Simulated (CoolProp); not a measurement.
Vapour-liquid equilibrium of R227EA (1) + isobutane (2) at 307.1 K; x and y are mole fractions of (1).

The numbers come from the multi-fluid Helmholtz-energy mixture model, Lemmon 2016 and Bücker 2006; pair parameters Bell 2016 in CoolProp.

```tsv
x	bubble pressure (MPa)	y at the bubble point	dew pressure at overall composition x (MPa)	liquid density (mol/L)
0.05	0.5229	0.159	0.4722	9.146
0.15	0.6161	0.328	0.5182	8.897
0.25	0.6681	0.417	0.5709	8.672
0.35	0.6976	0.476	0.6292	8.474
0.45	0.7142	0.524	0.6855	8.306
0.55	0.7218	0.570	0.7196	8.172
0.65	0.7207	0.622	0.7167	8.071
0.75	0.7085	0.687	0.6893	8.000
0.85	0.6803	0.776	0.6520	7.957
0.95	0.6294	0.907	0.6123	7.936
```

y crosses x between x = 0.55 and 0.65: the model has an azeotrope there.

The pair parameters rest on a limited set of measurements; away from them the model extrapolates.
